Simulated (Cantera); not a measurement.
What does this Cantera script print?

```python
import numpy as np
import cantera as ct

gas = ct.Solution("h2o2.yaml")
gas.TPX = 400, 110000, {'H2': 1, 'O2': 0.98, 'N2': 3.69}
flame = ct.FreeFlame(gas, width=0.037)
flame.set_refine_criteria(ratio=3, slope=0.08, curve=0.16)
flame.transport_model = "mixture-averaged"
flame.solve(loglevel=0, auto=True)
flame.transport_model = "multicomponent"
flame.soret_enabled = False
flame.solve(loglevel=0, refine_grid=True)
z, T = flame.grid, flame.T
thick = (T[-1] - T[0]) / np.gradient(T, z).max()
show = ['H2', 'O2', 'H', 'HO2', 'O', 'H2O']
print(f"laminar burning velocity  {flame.velocity[0] * 100:.3f} cm/s")
print(f"burnt temperature         {T[-1]:.1f} K")
print(f"thermal thickness         {thick * 1e3:.4f} mm")
print(f"grid points               {len(z)}")
z0 = z[flame.heat_release_rate.argmax()]
print(f"{'z/mm':>9s}{'T/K':>9s}{'u/(m/s)':>9s}" + "".join(f"{s:>11s}" for s in show))
rows = []
for k in (-3, -2, -1.5, -1, -0.5, -0.25, 0, 0.25, 0.5, 1, 2, 4, 8):
    zz = z0 + k * thick
    rows.append([k * thick, np.interp(zz, z, T), np.interp(zz, z, flame.velocity),
                 *(np.interp(zz, z, flame.X[gas.species_index(s)]) for s in show)])
    print(f"{rows[-1][0] * 1e3:9.3f}{rows[-1][1]:9.1f}{rows[-1][2]:9.3f}" + "".join(f"{x:11.3e}" for x in rows[-1][3:]))
```

It prints:

```
laminar burning velocity  88.909 cm/s
burnt temperature         1707.4 K
thermal thickness         0.3717 mm
grid points               107
     z/mm      T/K  u/(m/s)         H2         O2          H        HO2          O        H2O
   -1.115    400.0    0.888  1.755e-01  1.730e-01  5.970e-14  9.625e-09  9.279e-11  1.898e-06
   -0.743    400.4    0.887  1.729e-01  1.736e-01  8.470e-13  1.384e-07  1.229e-09  2.271e-05
   -0.557    402.1    0.885  1.678e-01  1.746e-01  8.856e-12  1.108e-06  7.632e-09  1.519e-04
   -0.372    412.5    0.895  1.541e-01  1.771e-01  4.065e-10  1.049e-05  6.140e-08  1.148e-03
   -0.186    559.3    1.169  1.112e-01  1.773e-01  2.104e-05  2.807e-04  8.609e-06  1.936e-02
   -0.093    840.6    1.727  7.563e-02  1.631e-01  7.793e-04  2.507e-04  2.264e-04  5.748e-02
    0.000   1147.0    2.338  4.075e-02  1.373e-01  3.314e-03  1.332e-04  1.707e-03  1.083e-01
    0.093   1358.2    2.766  1.760e-02  1.139e-01  4.808e-03  8.271e-05  3.743e-03  1.473e-01
    0.186   1478.7    3.009  8.014e-03  1.026e-01  4.116e-03  5.873e-05  4.308e-03  1.655e-01
    0.372   1591.5    3.231  3.195e-03  9.716e-02  1.997e-03  3.605e-05  3.147e-03  1.768e-01
    0.743   1662.5    3.367  1.281e-03  9.626e-02  5.167e-04  1.733e-05  1.363e-03  1.824e-01
    1.487   1692.6    3.423  3.894e-04  9.646e-02  8.386e-05  6.140e-06  4.148e-04  1.851e-01
    2.973   1702.6    3.441  1.057e-04  9.672e-02  1.215e-05  1.976e-06  1.155e-04  1.861e-01
```

Cantera simulation using the H2/O2 subset of GRI-Mech 3.0, which has no nitrogen chemistry; the numbers are that mechanism's predictions, not measurements. Burning velocities carry a grid error of a few per cent, more on coarse grids. Lean hydrogen flames are cellular in practice and burn faster than this planar one.
